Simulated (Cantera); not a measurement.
An isothermal plug-flow reactor at 1125 K and 1.80 bar (inlet), inlet velocity 0.16 m/s, active area per volume 150 1/m; feed 0.233 % CH₄, 14.6 % O₂, 76.8 % N₂, 8.36 % H₂O.

Detailed kinetics in Cantera: Deutschmann's 1995 Pt surface mechanism with GRI-Mech 3.0 gas chemistry. Catalytic surfaces can have several steady states; this one follows from the mechanism file's or the stated starting coverage. Mass transfer to the wall is taken as infinitely fast.

One state of this run: x CH₄ = 0.00117; x O₂ = 0.144; x H₂O = 0.0857; x CO₂ = 0.000939; x CO = 1.29e-5; θ free Pt = 0.273; θ O* = 0.722; θ OH* = 0.00531. x: gas mole fraction; θ: surface coverage.

**Question.** Which value of z (m) does it belong to?
(A) 0.023
(B) 0.0013
(C) 0.0023
(D) 0.0071

**Answer.** C, 0.0023
